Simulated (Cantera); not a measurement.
Mixture: C₂H₄ : O₂ : N₂ : H₂O = 1 : 3.8 : 26.2 : 4.4 (molar parts), at 25.0 bar, adiabatic and at constant pressure. Ignition delay is the time to a rise of 400 K.

Model: GRI-Mech 3.0 (53 species, 325 reactions), integrated in Cantera. GRI-Mech 3.0 was tuned for natural gas; its chemistry of ethylene as a main component is partial and can be far from experiment. The pressure lies above the range GRI-Mech 3.0 was tuned for (to about 10 atm).

Task: What does this change do: pressure from 25.0 bar to 1.10 bar?

Result: 
| quantity | before | after |
|---|---|---|
| delay at 1125 K | 1.45 ms | 3.94 ms |
| delay at 1225 K | 0.309 ms | 0.333 ms |
| delay at 1325 K | 66.5 µs | 0.119 ms |
| delay at 1425 K | 16.9 µs | 67.6 µs |
| apparent activation energy between 1375 and 1475 K | 210 kJ/mol | 78 kJ/mol |
Where the delays flatten at high temperature, the 400 K rule measures the pace of heat release, not the induction time.

Task: What does this change do: pressure from 25.0 bar to 37.0 bar?

Result: 
```json
[
 {"quantity": "delay at 1125 K", "before": "1.45 ms", "after": "0.984 ms"},
 {"quantity": "delay at 1225 K", "before": "0.309 ms", "after": "0.238 ms"},
 {"quantity": "delay at 1325 K", "before": "66.5 µs", "after": "56.3 µs"},
 {"quantity": "delay at 1425 K", "before": "16.9 µs", "after": "15.3 µs"},
 {"quantity": "apparent activation energy between 1375 and 1475 K", "before": "210 kJ/mol", "after": "200 kJ/mol"}
]
```
